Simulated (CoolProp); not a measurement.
Vapour-liquid equilibrium of hydrogen sulfide (1) + n-pentane (2) at 0.783 MPa; x and y are mole fractions of (1).

Values from CoolProp's multi-fluid Helmholtz-energy mixture model, Lemmon 2006 and Thol 2019; pair parameters Kunz 2012.

```json
[
 {"x": "0.05", "bubble temperature (°C)": "93.3", "y at the bubble point": "0.339", "dew temperature at overall composition x (°C)": "110.2", "liquid density (mol/L)": "7.760"},
 {"x": "0.125", "bubble temperature (°C)": "64.2", "y at the bubble point": "0.694", "dew temperature at overall composition x (°C)": "106.1", "liquid density (mol/L)": "8.626"},
 {"x": "0.2", "bubble temperature (°C)": "41.6", "y at the bubble point": "0.852", "dew temperature at overall composition x (°C)": "101.8", "liquid density (mol/L)": "9.448"},
 {"x": "0.275", "bubble temperature (°C)": "26.6", "y at the bubble point": "0.917", "dew temperature at overall composition x (°C)": "97.3", "liquid density (mol/L)": "10.22"},
 {"x": "0.35", "bubble temperature (°C)": "16.9", "y at the bubble point": "0.946", "dew temperature at overall composition x (°C)": "92.6", "liquid density (mol/L)": "10.99"},
 {"x": "0.425", "bubble temperature (°C)": "10.6", "y at the bubble point": "0.961", "dew temperature at overall composition x (°C)": "87.5", "liquid density (mol/L)": "11.80"},
 {"x": "0.5", "bubble temperature (°C)": "6.5", "y at the bubble point": "0.969", "dew temperature at overall composition x (°C)": "82.0", "liquid density (mol/L)": "12.68"},
 {"x": "0.575", "bubble temperature (°C)": "3.5", "y at the bubble point": "0.975", "dew temperature at overall composition x (°C)": "75.8", "liquid density (mol/L)": "13.68"},
 {"x": "0.65", "bubble temperature (°C)": "1.2", "y at the bubble point": "0.979", "dew temperature at overall composition x (°C)": "68.8", "liquid density (mol/L)": "14.84"},
 {"x": "0.725", "bubble temperature (°C)": "-0.9", "y at the bubble point": "0.983", "dew temperature at overall composition x (°C)": "60.6", "liquid density (mol/L)": "16.23"},
 {"x": "0.8", "bubble temperature (°C)": "-2.9", "y at the bubble point": "0.987", "dew temperature at overall composition x (°C)": "50.5", "liquid density (mol/L)": "17.92"},
 {"x": "0.875", "bubble temperature (°C)": "-5.1", "y at the bubble point": "0.991", "dew temperature at overall composition x (°C)": "37.1", "liquid density (mol/L)": "20.04"},
 {"x": "0.95", "bubble temperature (°C)": "-7.5", "y at the bubble point": "0.996", "dew temperature at overall composition x (°C)": "15.4", "liquid density (mol/L)": "22.75"}
]
```

No azeotrope shows between x = 0.05 and 0.95.

The pair parameters rest on a limited set of measurements; away from them the model extrapolates. The gap from Raoult's law changes sign with composition, which may be real or a fault of the pair parameters; it wasn't checked against measurements.
